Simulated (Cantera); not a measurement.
A closed system holds: 1 mol CH2F2, 0.018 mol CH4, 0.53 mol F2, at 1498.15 K and 0.000700 bar.

Method: chemical equilibrium by Gibbs-energy minimisation in Cantera with the NASA 1993 tables (ideal gas, pure condensed phases). Candidate condensed phases: C, C6H6, C7H8, C8H18; 95 gas species. Gases not in the tables: C2F6 and larger saturated fluorocarbons. Equilibrium is a limit: real reactors are often held back by kinetics, nucleation or transport.

Base state: HF 0.893, CF4 0.106, CF2 0.000512, F 0.000254, CF3 3.51e-5 (mole fractions); condensed: C(graphite).

Q: What changes in the equilibrium state with this change: F2 from 0.53 to 0.037 mol?

A: 
| species | before | after |
|---|---|---|
| HF | 0.893 | 1.000 |
| CF4 | 0.106 | 0.000216 |
| F | 0.000254 | 5.39e-5 |
| CF2 | 0.000512 | 2.31e-5 |
| CF3 | 3.51e-5 | 3.36e-7 |
| C(graphite), mol | 0.771 | 1.02 |
